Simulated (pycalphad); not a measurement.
## Effect of Si content in Al-Mn-Si

CALPHAD calculation (pycalphad, COST 507 light-alloy database (1999)), 1 atm. The database dates from 1999; later assessments differ in places, in temperatures and in the compounds included. Phase fractions are per mole of atoms.

### Question
One of these alloys has its liquidus at 931 K, its solidus at 918 K, and holds fcc 0.98, ALMNSI_ALPHA 0.02 at 525 K. Which?
(A) Al-0.6696Mn-0.2593Si (wt.%)
(B) Al-0.6686Mn-4.101Si (wt.%)
(C) Al-0.6688Mn-3.077Si (wt.%)

### Answer
A, Al-0.6696Mn-0.2593Si (wt.%). The others: Al-0.6688Mn-3.077Si (wt.%), liquidus 914, solidus 850; Al-0.6686Mn-4.101Si (wt.%), liquidus 908, solidus 850

Database names, with the compositions (at.%) that they take in these runs: ALMNSI_ALPHA: Al 70-73 Mn 17 Si 10-13.
